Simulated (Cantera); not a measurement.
Cantera run:

```python
import numpy as np
import cantera as ct

gas_names = """
    B BH BH2 BH3 BO BO2 B2 B2O B2O2 B2O3 B3O3H3 H HBO HBO2 HO2 H2 H2O H2O2 H3B3O6 O OH O2 O3
""".split()
cond_names = """
    B(b) B(L) B2O3(L) B3O3H3(cr) H2O(s) H2O(L)
""".split()


# ... load() reads the species with a 1 bar reference pressure and builds the phases ...
atoms = {
    'B2O3': {'B': 2, 'O': 3},
    'H2': {'H': 2},
}
top_T = {}  # K; cautious upper limits of use, not melting points


# ... equilibrate(T, P, feed) seeds the gas with the atoms and calls Mixture.equilibrate('TP', solver="vcs", rtol=1e-11, max_steps=5000) ...
results = []
feed = {'B2O3': 1, 'H2': 20}  # mol
P = 1000  # Pa
for T in [1750, 1800, 1850, 1900, 1950, 2000, 2050, 2100, 2150, 2200, 2250, 2300]:
    mix = equilibrate(T, P, feed)
    results.append((T, P, feed, dict(zip(mix.species_names, mix.species_moles))))
    x = sorted(zip(gas.X, gas.species_names), reverse=True)
    print(f"T = {T:g} K  P = {P:g} Pa  gas = {mix.phase_moles(0):.4g} mol")
    print("   x: " + "  ".join(f"{s} {v:.3e}" for v, s in x if v > 0.0001))
    print("   condensed (mol): " + ("  ".join(f"{mix.phase(i).name} {mix.phase_moles(i):.4g}"
          for i in range(1, mix.n_phases) if mix.phase_moles(i) > 1e-12) or "none"))
```

Result:

```
T = 1750 K  P = 1000 Pa  gas = 21.03 mol
   x: H2 9.235e-01  HBO2 2.507e-02  HBO 2.323e-02  B2O3 2.042e-02  B2O2 2.444e-03  H 2.235e-03  H2O 2.052e-03  BO 1.060e-03
   condensed (mol): none
T = 1800 K  P = 1000 Pa  gas = 21.05 mol
   x: H2 9.208e-01  HBO2 2.565e-02  HBO 2.421e-02  B2O3 1.934e-02  H 3.436e-03  H2O 2.504e-03  B2O2 2.420e-03  BO 1.610e-03
   condensed (mol): none
T = 1850 K  P = 1000 Pa  gas = 21.08 mol
   x: H2 9.176e-01  HBO2 2.614e-02  HBO 2.507e-02  B2O3 1.826e-02  H 5.160e-03  H2O 3.026e-03  BO 2.379e-03  B2O2 2.379e-03
   condensed (mol): none
T = 1900 K  P = 1000 Pa  gas = 21.12 mol
   x: H2 9.136e-01  HBO2 2.653e-02  HBO 2.576e-02  B2O3 1.717e-02  H 7.585e-03  H2O 3.628e-03  BO 3.425e-03  B2O2 2.316e-03
   condensed (mol): none
T = 1950 K  P = 1000 Pa  gas = 21.17 mol
   x: H2 9.085e-01  HBO2 2.683e-02  HBO 2.624e-02  B2O3 1.606e-02  H 1.093e-02  BO 4.807e-03  H2O 4.318e-03  B2O2 2.229e-03
   condensed (mol): none
T = 2000 K  P = 1000 Pa  gas = 21.23 mol
   x: H2 9.023e-01  HBO2 2.701e-02  HBO 2.649e-02  H 1.545e-02  B2O3 1.491e-02  BO 6.580e-03  H2O 5.111e-03  B2O2 2.118e-03
   condensed (mol): none
T = 2050 K  P = 1000 Pa  gas = 21.32 mol
   x: H2 8.944e-01  HBO2 2.705e-02  HBO 2.646e-02  H 2.145e-02  B2O3 1.372e-02  BO 8.788e-03  H2O 6.018e-03  B2O2 1.981e-03
   condensed (mol): none
T = 2100 K  P = 1000 Pa  gas = 21.44 mol
   x: H2 8.846e-01  H 2.931e-02  HBO2 2.694e-02  HBO 2.613e-02  B2O3 1.250e-02  BO 1.146e-02  H2O 7.052e-03  B2O2 1.822e-03  BO2 1.281e-04
   condensed (mol): none
T = 2150 K  P = 1000 Pa  gas = 21.59 mol
   x: H2 8.726e-01  H 3.940e-02  HBO2 2.663e-02  HBO 2.548e-02  BO 1.458e-02  B2O3 1.124e-02  H2O 8.220e-03  B2O2 1.645e-03  BO2 1.870e-04
   condensed (mol): none
T = 2200 K  P = 1000 Pa  gas = 21.77 mol
   x: H2 8.578e-01  H 5.216e-02  HBO2 2.610e-02  HBO 2.453e-02  BO 1.813e-02  B2O3 9.968e-03  H2O 9.524e-03  B2O2 1.457e-03  BO2 2.666e-04
   condensed (mol): none
T = 2250 K  P = 1000 Pa  gas = 22 mol
   x: H2 8.399e-01  H 6.806e-02  HBO2 2.530e-02  HBO 2.330e-02  BO 2.203e-02  H2O 1.095e-02  B2O3 8.694e-03  B2O2 1.264e-03  BO2 3.707e-04  OH 1.333e-04
   condensed (mol): none
T = 2300 K  P = 1000 Pa  gas = 22.28 mol
   x: H2 8.185e-01  H 8.755e-02  BO 2.618e-02  HBO2 2.424e-02  HBO 2.182e-02  H2O 1.248e-02  B2O3 7.446e-03  B2O2 1.074e-03  BO2 5.027e-04  OH 2.151e-04
   condensed (mol): none
```

Method: chemical equilibrium by Gibbs-energy minimisation in Cantera with the NASA 1993 tables (ideal gas, pure condensed phases).
